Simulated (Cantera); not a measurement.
Mixture: CH₄ : O₂ : N₂ = 1 : 2.38 : 7.86 (molar parts), at 975 Torr, adiabatic and at constant pressure. Ignition delay is the time to a rise of 400 K.

Computed with Cantera and GRI-Mech 3.0 (53 species, 325 reactions).

### Question
Predict: delay at 1198 K; delay at 1348 K; delay at 1498 K; delay at 1648 K; apparent activation energy between 1573 and 1723 K.

### Answer
delay at 1198 K: 30.6 ms
delay at 1348 K: 4.28 ms
delay at 1498 K: 0.827 ms
delay at 1648 K: 0.224 ms
apparent activation energy between 1573 and 1723 K: 170 kJ/mol
